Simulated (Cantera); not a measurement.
A closed system holds: 1 mol Ti, 9.9 mol CO₂, 200 mol H₂, equilibrated at 1748 K and 1 atm.

Method: chemical equilibrium by Gibbs-energy minimisation in Cantera with the NASA 1993 tables (ideal gas, pure condensed phases). Candidate condensed phases: C, C₆H₆, C₇H₈, C₈H₁₈, H₂O, Ti, TiC, TiO, TiO₂, Ti₂O₃, Ti₃O₅, Ti₄O₇; 113 gas species. Condensed phases not in the tables: Magnéli phases beyond Ti₄O₇. The numbers say what is thermodynamically allowed, not how fast it happens.

Base state: H₂ 0.914, CO 0.0466, H₂O 0.0383, CO₂ 0.000540, H 0.000217 (mole fractions); condensed: Ti₄O₇(s).

**Question.** What changes in the equilibrium state with this change: Ti replaced by Cu?

**Answer.** 
| species | before | after |
|---|---|---|
| H₂ | 0.914 | 0.906 |
| CO | 0.0466 | 0.0465 |
| H₂O | 0.0383 | 0.0465 |
| Cu | 0 | 0.000288 |
| CO₂ | 0.000540 | 0.000660 |
| H | 0.000217 | 0.000216 |
| Ti₄O₇(s), mol | 0.250 | 0 |
| Cu(l), mol | 0 | 0.939 |
Further candidate phases: Cu, CuO, Cu(OH)₂, Cu₂O.
